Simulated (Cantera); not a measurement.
Charge: 1 mol CaCO3, 6.4 mol O2, 0.11 mol H2O, held at 1648.15 K and 10.0 mbar.

Equilibrium computed with Cantera from the NASA thermochemical tables; the gas is ideal and each condensed phase is pure. Candidate condensed phases: C, C6H6, C7H8, C8H18, Ca, CaCO3, CaO, Ca(OH)2, H2O; 115 gas species. The numbers say what is thermodynamically allowed, not how fast it happens.

Base state: O2 0.852, CO2 0.133, H2O 0.0144, OH 0.000431, O 0.000234, CO 5.31e-5 (mole fractions); condensed: CaO(s).

Q: What changes in the equilibrium state with this change: temperature from 1648.15 K to 648.15 K?

A: 
```
species                before     after
-------------------  --------  --------
O2                      0.852     0.983
H2O                    0.0144    0.0169
CO2                     0.133   6.79e-5
OH                   0.000431     <1e-9
O                    0.000234     <1e-9
CO                    5.31e-5     <1e-9
CaO(s), mol              1.00  0.000442
CaCO3(calcite), mol         0     1.000
```
